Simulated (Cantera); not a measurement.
A closed system holds: 1 mol Si, 0.086 mol H2O, 6.1 mol H2, held at 800 °C and 1 atm.

Cantera equilibrium calculation (NASA polynomials, part measured and part estimated; ideal gas, pure solids and liquids). Candidate condensed phases: H2O, Si, SiO2; 18 gas species. Mutual solubility and eutectic melting of coexisting phases are not modelled. Kinetics and transport are ignored.

Task: What is the equilibrium state?

Result: 
```json
{
  "x(H2)": "1.000",
  "n(Si(s))": "0.957 mol",
  "n(SiO2(β-quartz))": "0.0430 mol",
  "gas_amount": "6.186 mol"
}
```
